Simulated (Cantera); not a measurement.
Feed: 1 mol HMDSO, 0.63 mol N2O, 140 mol N2, at 1648.15 K and 1.00 bar.

Cantera equilibrium calculation (NASA polynomials, part measured and part estimated; ideal gas, pure solids and liquids). Candidate condensed phases: C, C6H6, C7H8, C8H18, H2O, Si, SiC, SiO2, Si2N2O, Si3N4; 151 gas species. The feed counts by its element totals alone. Equilibrium is a limit: real reactors are often held back by kinetics, nucleation or transport.

What is the equilibrium state?


```
Property                              Value
--------------------------------  ---------
x(N2)                                 0.935
x(H2)                                0.0599
x(CO)                               0.00422
x(HCN)                             0.000647
x(H)                                2.18e-5
x(HNC)                              1.69e-5
x(CH4)                              4.81e-6
x(SiO)                              4.38e-6
x(C2H2 (acetylene))                 2.69e-6
n(C(graphite))                     5.27 mol
n(Si2N2O(s))                      1.000 mol
gas amount                        149.3 mol
log10 activity of Si(s) (absent)      -2.43
```
